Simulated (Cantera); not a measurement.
# Adiabatic ignition

An adiabatic, constant-pressure homogeneous reactor starts with 19.9 % CO, 18.5 % H₂, 2.19 % CH₄, 12.4 % O₂, 46.9 % N₂, equivalence ratio 1.9, at 1298 K and 0.750 bar.

Computed with Cantera and GRI-Mech 3.0 (53 species, 325 reactions).

| t (s) | T (K) | x CO | x H₂ | x CH₄ | x NO | x O₂ |
|---|---|---|---|---|---|---|
| 5.00e-6 | 1298 | 0.199 | 0.185 | 0.0219 | <1e-12 | 0.124 |
| 1.27e-5 | 1298 | 0.199 | 0.185 | 0.0219 | <1e-12 | 0.124 |
| 3.23e-5 | 1298 | 0.199 | 0.185 | 0.0219 | <1e-12 | 0.124 |
| 8.22e-5 | 1933 | 0.175 | 0.0591 | <1e-12 | 5.49e-6 | 0.0135 |
| 0.000209 | 2358 | 0.170 | 0.0681 | <1e-12 | 6.77e-5 | 0.00598 |
| 0.000531 | 2600 | 0.173 | 0.0678 | <1e-12 | 0.000246 | 0.00266 |
| 0.00135 | 2682 | 0.174 | 0.0677 | <1e-12 | 0.000646 | 0.00156 |
| 0.00343 | 2683 | 0.174 | 0.0680 | <1e-12 | 0.00134 | 0.00145 |
| 0.00873 | 2681 | 0.174 | 0.0683 | <1e-12 | 0.00193 | 0.00141 |
| 0.0222 | 2680 | 0.174 | 0.0683 | <1e-12 | 0.00202 | 0.00141 |
| 0.0565 | 2680 | 0.174 | 0.0683 | <1e-12 | 0.00202 | 0.00141 |
| 0.144 | 2680 | 0.174 | 0.0683 | <1e-12 | 0.00202 | 0.00141 |
| 0.365 | 2680 | 0.174 | 0.0683 | <1e-12 | 0.00202 | 0.00141 |
| 0.928 | 2680 | 0.174 | 0.0683 | <1e-12 | 0.00202 | 0.00141 |
| 2.36 | 2680 | 0.174 | 0.0683 | <1e-12 | 0.00202 | 0.00141 |
| 6.00 | 2680 | 0.174 | 0.0683 | <1e-12 | 0.00202 | 0.00141 |
x: mole fraction; the columns are a selection and need not sum to one.

```
Quantity                                                          Result
---------------------------------  -------------------------------------
time of steepest temperature rise                                71.6 µs
temperature at 6.00 s                                             2680 K
equilibrium temperature                                           2680 K
x(CO) at 6.00 s                      0.174 (gas-phase equilibrium 0.174)
x(H₂) at 6.00 s                    0.0683 (gas-phase equilibrium 0.0683)
x(CH₄) at 6.00 s                   <1e-12 (gas-phase equilibrium <1e-12)
```
